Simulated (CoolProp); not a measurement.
Vapour-liquid equilibrium of carbon dioxide (1) + n-butane (2) at 262.2 K; x and y are mole fractions of (1).

Values from CoolProp's multi-fluid Helmholtz-energy mixture model, Span 1996 and Bücker 2006; pair parameters Kunz 2012.

```tsv
x	bubble pressure (kPa)	y at the bubble point	dew pressure at overall composition x (kPa)	liquid density (mol/L)
0.05	292.7	0.767	(withheld)	10.57
0.2	(withheld)	(withheld)	83.96	10.97
0.35	1377	0.949	103.7	(withheld)
0.5	1668	0.960	135.2	13.04
0.65	1890	0.967	193.7	14.85
0.8	2126	0.976	341.2	17.39
0.95	2441	0.992	1392	(withheld)
```

Complete the blanks.


- 0.05, dew pressure at overall composition x (kPa): 70.46
- 0.2, bubble pressure (kPa): 924.2
- 0.2, y at the bubble point: 0.925
- 0.35, liquid density (mol/L): 11.78
- 0.95, liquid density (mol/L): 20.96

No azeotrope shows between x = 0.05 and 0.95.

The pair parameters rest on a limited set of measurements; away from them the model extrapolates. The gap from Raoult's law changes sign with composition, which may be real or a fault of the pair parameters; it wasn't checked against measurements. With so large a gap from Raoult's law the liquid may split in two, which this calculation doesn't test in full.
